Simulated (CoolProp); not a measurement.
Vapour-liquid equilibrium of acetone (1) + water (2) at 395.8 K; x and y are mole fractions of (1).

Computed with CoolProp (multi-fluid Helmholtz-energy mixture model, Lemmon 2006 and Wagner 2002; pair parameters Bell 2016).

Q: Give the bubble pressure and the first vapour's composition at x = 0.05, 0.35, 0.8. Is there an azeotrope?

A: x = 0.05: 0.3151 MPa, y = 0.338; x = 0.35: 0.5362 MPa, y = 0.669; x = 0.8: 0.6217 MPa, y = 0.843. No azeotrope shows between x = 0.05 and 0.95.

The pair parameters rest on a limited set of measurements; away from them the model extrapolates. With so large a gap from Raoult's law the liquid may split in two, which this calculation doesn't test in full.
